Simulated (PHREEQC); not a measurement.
Solution (25 °C): 0.049 mol CaCl2, 0.00048 mol Na2HPO4 and 0.14 mol NaCl per kg of water. Closed to the air; pH follows from the charge balance.

Equilibrium calculation in PHREEQC: ion-association model, phreeqc.dat.

| quantity | before | after |
|---|---|---|
| pH | 7.53 | 7.19 |
| CaHPO4 (mol/kgw) | 0.000267 | 0.000303 |
| HPO4-2 (mol/kgw) | 0.000139 | 9.12e-5 |
| CaPO4- (mol/kgw) | 3.18e-5 | 3.78e-5 |
| H2PO4- (mol/kgw) | 2.37e-5 | 2.46e-5 |
| NaHPO4- (mol/kgw) | 1.01e-5 | 5.84e-6 |
| SI of Halite (NaCl) | -3.34 | -3.41 |
| SI of Hydroxyapatite (Ca5(PO4)3OH) | +11.01 | +12.45 |

**Question.** What was changed between the two runs?
A) Na2HPO4 replaced by K2HPO4 at the same molality
B) Na2HPO4 from 0.00048 to 0.00096 mol/kgw
C) temperature from 25 to 75 °C
D) diluted 2-fold with water

**Answer.** C, temperature from 25 to 75 °C

This is a speciation only: nothing precipitates in the calculation. Some of these states are supersaturated (in Hydroxyapatite, for instance). Constants without temperature data keep their 25 °C values here.
